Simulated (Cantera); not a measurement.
A freely propagating, adiabatic, planar premixed flame of 13.6 % CH4, 18.1 % O2, 68.3 % N2, equivalence ratio 1.5, unburnt at 550 K and 100.0 Torr; mixture-averaged transport, grid criteria slope 0.08 and curve 0.16, no radiation.

Cantera simulation using GRI-Mech 3.0 (53 species, 325 reactions); the numbers are that mechanism's predictions, not measurements. Burning velocities carry a grid error of a few per cent, more on coarse grids.

x: mole fraction of selected species; z is measured from the peak of heat release.

```tsv
z (mm)	T (K)	u (m/s)	x CH4	x O2	x H2	x H2O	x NO2	x NO
-9.98	550	0.756	0.136	0.181	0.00334	4.42e-5	<1e-8	<1e-8
-6.65	555	0.767	0.134	0.179	0.0102	0.000673	<1e-8	<1e-8
-4.99	572	0.797	0.132	0.177	0.0183	0.00285	1.04e-8	5.53e-8
-3.33	(withheld)	0.952	0.122	0.168	(withheld)	(withheld)	(withheld)	(withheld)
-1.66	1095	1.59	0.0831	0.127	0.0564	0.0625	2.20e-8	3.05e-6
-0.832	1456	2.16	0.0465	0.0836	0.0681	0.105	1.29e-8	6.48e-6
0	1772	2.66	0.0147	0.0383	0.0751	0.145	<1e-8	1.24e-5
0.832	1935	2.92	0.00281	0.0128	0.0762	0.165	<1e-8	2.19e-5
1.66	1991	3.01	0.000527	0.00384	0.0763	0.170	<1e-8	3.33e-5
3.33	2016	3.04	3.48e-5	0.000434	0.0778	0.169	<1e-8	5.36e-5
6.65	2023	3.05	1.09e-6	0.000111	0.0794	0.167	<1e-8	7.72e-5
13.3	2027	3.05	(withheld)	(withheld)	0.0798	0.167	<1e-8	9.60e-5
26.6	2032	3.06	<1e-8	8.07e-5	0.0800	0.167	<1e-8	0.000104
```

What belongs in the gaps?


- -3.33, T (K): 672
- -3.33, x H2: 0.0336
- -3.33, x H2O: 0.0146
- -3.33, x NO2: 3.11e-8
- -3.33, x NO: 4.43e-7
- 13.3, x CH4: 1.22e-8
- 13.3, x O2: 9.59e-5
